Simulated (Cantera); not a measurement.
A perfectly stirred reactor is fed with C3H8 : O2 : N2 = 1 : 2.94 : 16.2 (molar parts), at 1000000 Pa; it is adiabatic with a 700 K inlet, and is followed from long to short residence time, starting on the burning branch (τ in s: 0.043, 0.019, 0.0088, 0.004, 0.0018, 0.00082, 0.00037, 0.00017, 7.6e-05, 3.5e-05).

Computed with Cantera and GRI-Mech 3.0 (53 species, 325 reactions). GRI-Mech 3.0 was tuned for natural gas; its chemistry of propane as a main component is partial and can be far from experiment.

**Question.** What does this change do: N2 16.2 to 23 parts?

**Answer.** 
| quantity | before | after |
|---|---|---|
| blow-out, bracketed by the residence times tried | burning at 0.170 ms, out at 76.0 µs | burning at 0.820 ms, out at 0.370 ms |
| x(C3H8) at τ = 43.0 ms | 1.34e-6 | 9.40e-6 |
| x(O2) at τ = 43.0 ms | 0.000310 | 0.00117 |
| x(HO2) at τ = 43.0 ms | 1.23e-7 | 5.99e-7 |
| x(NO) at τ = 43.0 ms | 2.10e-6 | 5.75e-8 |
| x(CH2) at τ = 43.0 ms | 1.97e-7 | 8.57e-8 |
| x(C3H8) at τ = 0.820 ms | 6.45e-5 | 0.000742 |
| x(O2) at τ = 0.820 ms | 0.00563 | 0.0165 |
| x(HO2) at τ = 0.820 ms | 5.34e-6 | 3.15e-5 |
| x(NO) at τ = 0.820 ms | 1.20e-6 | 1.86e-8 |
| x(CH2) at τ = 0.820 ms | 3.13e-6 | 3.20e-7 |
